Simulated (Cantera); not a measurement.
**Thermodynamics of chemical vapour transport, feed AlN + HCl + N2**

A closed system holds: 1 mol AlN, 1.8 mol HCl, 1.3 mol N2, equilibrated at 7.50 Torr.

These are equilibrium values from Cantera (NASA tables, ideal gas, pure condensed phases), not measurements of a reactor. Candidate condensed phases: Al, AlCl3, AlN, NH4Cl; 20 gas species. The tables' values for AlCl2 are old estimates; treat these amounts as uncertain. Equilibrium is a limit: real reactors are often held back by kinetics, nucleation or transport.

```tsv
T (K)	x N2	x H2	x AlCl3	x HCl	x AlCl2	x AlCl	n AlN(s)
1298	0.500	0.242	0.161	0.0954	0.00141	0.000233	0.497
1323	0.500	0.243	0.160	0.0946	0.00203	0.000426	0.495
1348	0.500	0.243	0.160	0.0938	0.00288	0.000763	0.493
1373	0.500	0.243	0.159	0.0930	0.00402	0.00134	0.489
1398	0.500	0.243	0.157	0.0920	0.00554	0.00229	0.485
1423	0.500	0.243	0.155	0.0910	0.00752	0.00384	0.479
1448	0.499	0.242	0.153	0.0897	0.0101	0.00631	0.470
1473	0.498	0.241	0.149	0.0882	0.0132	0.0102	0.457
1498	0.497	0.240	0.143	0.0863	0.0171	0.0161	0.439
```
x: gas mole fraction; n: condensed amount in mol.

From 1298 K to 1498 K the condensed part is AlN(s). The main Al-bearing gas is AlCl3 throughout. The share of Al in condensed phases is highest at 1298 K (49.7 %) and lowest at 1498 K (43.9 %).
